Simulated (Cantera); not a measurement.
Input (Python, Cantera) and output of one run.

```python
import numpy as np
import cantera as ct

gas_names = """
    CL CLO CL2 Fe FeCL FeCL2 FeCL3 FeO Fe2CL4 Fe2CL6 N NO NO2 NO3 N2 N2O O O2 O3
""".split()
cond_names = """
    Fe(a) Fe(c) Fe(d) Fe(L) FeCL2(s) FeCL2(L) FeCL3(s) FeCL3(L) FeO(s) FeO(L) Fe2O3(s) Fe3O4(s)
""".split()


# ... load() reads the species with a 1 bar reference pressure and builds the phases ...
atoms = {
    'Fe3O4': {'Fe': 3, 'O': 4},
    'Cl2': {'CL': 2},
    'N2': {'N': 2},
}
top_T = {'Fe2O3(s)': 1830, 'Fe3O4(s)': 1870}  # K; cautious upper limits of use, not melting points


# ... equilibrate(T, P, feed) seeds the gas with the atoms and calls Mixture.equilibrate('TP', solver="vcs", rtol=1e-11, max_steps=5000) ...
results = []
T = 923.15  # K
P = 1000  # Pa
for m in [0.031, 0.044, 0.058, 0.071, 0.084, 0.097, 0.11, 0.12, 0.14, 0.15, 0.16, 0.18, 0.19]:
    feed = {'Fe3O4': 1, 'Cl2': m, 'N2': 0.33}  # mol
    mix = equilibrate(T, P, feed)
    results.append((T, P, feed, dict(zip(mix.species_names, mix.species_moles))))

top = {s: max(r[3][s] / sum(r[3][g] for g in gas_names) for r in results) for s in gas_names}
cols = sorted((s for s in top if top[s] > 0.001), key=lambda s: -top[s])[:6]
seen = [c for c in cond_names if any(r[3].get(c, 0) > 1e-12 for r in results)]
print("log10 of partial pressures in bar; condensed amounts in mol")
print(f"{'n(Cl2)':>10s}" + "".join(f"{s[:9]:>10s}" for s in cols + seen))
for T, P, feed, n in results:
    ng = sum(n[g] for g in gas_names)
    print(f"{feed['Cl2']:10.4g}" + "".join(f"{np.log10(max(n[s] / ng * P / 1e5, 1e-99)):10.3f}" for s in cols)
          + "".join(f"{n.get(c, 0):10.4g}" for c in seen))
```

It prints:

```
log10 of partial pressures in bar; condensed amounts in mol
    n(Cl2)        N2     FeCL2     FeCL3    Fe2CL4    Fe2CL6  Fe2O3(s)  Fe3O4(s)
     0.031    -2.034    -3.272    -3.691    -4.864    -6.495    0.1094     0.918
     0.044    -2.047    -3.158    -3.520    -4.636    -6.152    0.1536    0.8848
     0.058    -2.060    -3.072    -3.391    -4.464    -5.894    0.2009    0.8493
     0.071    -2.072    -3.011    -3.300    -4.343    -5.712    0.2446    0.8166
     0.084    -2.083    -2.963    -3.227    -4.245    -5.566    0.2881    0.7839
     0.097    -2.094    -2.922    -3.167    -4.165    -5.446    0.3315    0.7514
      0.11    -2.105    -2.888    -3.115    -4.097    -5.343    0.3747     0.719
      0.12    -2.113    -2.865    -3.081    -4.051    -5.274    0.4079     0.694
      0.14    -2.128    -2.826    -3.022    -3.972    -5.156    0.4742    0.6443
      0.15    -2.136    -2.809    -2.996    -3.937    -5.104    0.5073    0.6195
      0.16    -2.143    -2.793    -2.972    -3.906    -5.057    0.5404    0.5947
      0.18    -2.158    -2.765    -2.930    -3.850    -4.973    0.6065    0.5451
      0.19    -2.165    -2.752    -2.912    -3.825    -4.936    0.6395    0.5204
```

Cantera equilibrium calculation (NASA polynomials, part measured and part estimated; ideal gas, pure solids and liquids).
